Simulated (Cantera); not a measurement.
Feed: 1 mol C6H6, 0.053 mol O2, 0.6 mol H2, held at 2700000 Pa.

Method: chemical equilibrium by Gibbs-energy minimisation in Cantera with the NASA 1993 tables (ideal gas, pure condensed phases). Candidate condensed phases: C, C6H6, C7H8, C8H18, H2O; 110 gas species. The numbers say what is thermodynamically allowed, not how fast it happens.

Problem. At 1777 °C, list the 6 most abundant gas species with their mole fractions, and the condensed phases.

Solution. H2 0.960, CO 0.0288, CH4 0.00928, C2H2 (acetylene) 0.00102, H 0.000428, C2H4 0.000136. Condensed: C(graphite).
